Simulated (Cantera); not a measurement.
A perfectly stirred reactor is fed with CH₄ : O₂ : N₂ = 1 : 2.3 : 8.64 (molar parts), at 100000 Pa; it is adiabatic with a 673 K inlet, and is followed from long to short residence time, starting on the burning branch (τ in s: 0.16, 0.059, 0.021, 0.0077, 0.0028, 0.001, 0.00036, 0.00013, 4.7e-05, 1.7e-05, 6.1e-06).

Computed with Cantera and GRI-Mech 3.0 (53 species, 325 reactions).

Predict: blow-out, bracketed by the residence times tried; x(CH₄) at τ = 0.160 s; x(O₂) at τ = 0.160 s; x(CO) at τ = 0.160 s; x(CH₃) at τ = 0.160 s; x(CH₄) at τ = 1.00 ms; x(O₂) at τ = 1.00 ms; x(CO) at τ = 1.00 ms; x(CH₃) at τ = 1.00 ms.


```
Property                                                                       Value
------------------------------------------------  ----------------------------------
blow-out, bracketed by the residence times tried  burning at 47.0 µs, out at 17.0 µs
x(CH₄) at τ = 0.160 s                                                        1.13e-6
x(O₂) at τ = 0.160 s                                                          0.0257
x(CO) at τ = 0.160 s                                                         0.00643
x(CH₃) at τ = 0.160 s                                                        5.61e-7
x(CH₄) at τ = 1.00 ms                                                        7.62e-5
x(O₂) at τ = 1.00 ms                                                          0.0341
x(CO) at τ = 1.00 ms                                                          0.0180
x(CH₃) at τ = 1.00 ms                                                        2.89e-5
```
